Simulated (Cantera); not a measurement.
Feed: 1 mol TEOS, 0.31 mol O3, 12 mol N2, at 1000 K.

Equilibrium computed with Cantera from the NASA thermochemical tables; the gas is ideal and each condensed phase is pure. Candidate condensed phases: C, C6H6, C7H8, C8H18, H2O, Si, SiC, SiO2, Si2N2O, Si3N4; 151 gas species. The feed counts by its element totals alone. Equilibrium is a limit: real reactors are often held back by kinetics, nucleation or transport.

Task: At 0.0240 bar, list the 6 most abundant gas species with their mole fractions, and the condensed phases.

Result: N2 0.482, H2 0.400, CO 0.117, H2O 0.000444, CH4 0.000367, CO2 0.000186. Condensed: C(graphite) + SiO2(β-quartz).
